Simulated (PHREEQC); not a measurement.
Consider water at 25 °C with 0.0011 mol Cu(BF4)2 and 0.073 mol H3BO3 per kg of water. Closed to the air; pH follows from the charge balance.

Model: ion-association model, phreeqc.dat, run in PHREEQC.

```
quantity                   before     after
------------------------  -------  --------
pH                           3.07      2.74
ionic strength (mol/kgw)  0.00418    0.0783
H3BO3 (mol/kgw)            0.0727   0.00122
H2BO3- (mol/kgw)          5.32e-8  4.95e-10
```

Task: Name the change that produced these shifts.
(A) Cu(BF4)2 left out
(B) H3BO3 from 0.073 to 0.0073 mol/kgw
(C) temperature from 25 to 60 °C
(D) H3BO3 replaced by NaBF4 at the same molality
(E) H3BO3 from 0.073 to 0.0803 mol/kgw

Result: D, H3BO3 replaced by NaBF4 at the same molality

No solid was allowed to form. Real BF4- forms and hydrolyses slowly; the run takes it at equilibrium.
